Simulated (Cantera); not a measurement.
A Cantera script and what it prints.

```python
import numpy as np
import cantera as ct

gas_names = [...]  # 49 gases of nasa_gas.yaml made of B, Cl, H, N, O
cond_names = """
    B(b) B(L) BN(s) B2O3(L) B3O3H3(cr) H2O(s) H2O(L) NH4CL(a) NH4CL(b)
""".split()


# ... load() reads the species with a 1 bar reference pressure and builds the phases ...
atoms = {
    'BCl3': {'B': 1, 'CL': 3},
    'H2O': {'H': 2, 'O': 1},
    'N2': {'N': 2},
}
top_T = {'BN(s)': 3200}  # K; cautious upper limits of use, not melting points


# ... equilibrate(T, P, feed) seeds the gas with the atoms and calls Mixture.equilibrate('TP', solver="vcs", rtol=1e-11, max_steps=5000) ...
results = []
feed = {'BCl3': 1, 'H2O': 3.9, 'N2': 55}  # mol
P = 1333.22  # Pa
for T in [1525, 1575, 1625, 1675, 1725, 1775, 1825, 1875, 1925, 1975]:
    mix = equilibrate(T, P, feed)
    results.append((T, P, feed, dict(zip(mix.species_names, mix.species_moles))))

top = {s: max(r[3][s] / sum(r[3][g] for g in gas_names) for r in results) for s in gas_names}
cols = sorted((s for s in top if top[s] > 1e-05), key=lambda s: -top[s])[:9]
seen = [c for c in cond_names if any(r[3].get(c, 0) > 1e-12 for r in results)]
print("log10 of partial pressures in bar; condensed amounts in mol")
print(f"{'T/K':>10s}" + "".join(f"{s[:9]:>10s}" for s in cols + seen))
for T, P, feed, n in results:
    ng = sum(n[g] for g in gas_names)
    print(f"{T:10.4g}" + "".join(f"{np.log10(max(n[s] / ng * P / 1e5, 1e-99)):10.3f}" for s in cols)
          + "".join(f"{n.get(c, 0):10.4g}" for c in seen))
```

Result:

```
log10 of partial pressures in bar; condensed amounts in mol
       T/K        N2       HCL       H2O      HBO2        CL        H2         H      B2O3        OH
      1525    -1.919    -3.187    -3.377    -3.677    -5.190    -5.438    -7.345    -5.382    -6.792
      1575    -1.920    -3.189    -3.377    -3.680    -5.033    -5.275    -7.019    -5.331    -6.560
      1625    -1.920    -3.192    -3.377    -3.683    -4.886    -5.122    -6.712    -5.284    -6.343
      1675    -1.920    -3.195    -3.377    -3.686    -4.749    -4.978    -6.424    -5.240    -6.138
      1725    -1.920    -3.200    -3.377    -3.689    -4.621    -4.843    -6.152    -5.199    -5.946
      1775    -1.920    -3.205    -3.378    -3.693    -4.500    -4.715    -5.896    -5.161    -5.765
      1825    -1.920    -3.212    -3.380    -3.697    -4.388    -4.596    -5.654    -5.126    -5.593
      1875    -1.920    -3.220    -3.382    -3.701    -4.283    -4.484    -5.425    -5.093    -5.432
      1925    -1.921    -3.231    -3.386    -3.707    -4.184    -4.379    -5.209    -5.062    -5.279
      1975    -1.921    -3.243    -3.391    -3.713    -4.093    -4.281    -5.004    -5.034    -5.135
```

Method: chemical equilibrium by Gibbs-energy minimisation in Cantera with the NASA 1993 tables (ideal gas, pure condensed phases). The tables' values for BOCl are old estimates; treat these amounts as uncertain. Gases not in the tables: H3BO3.
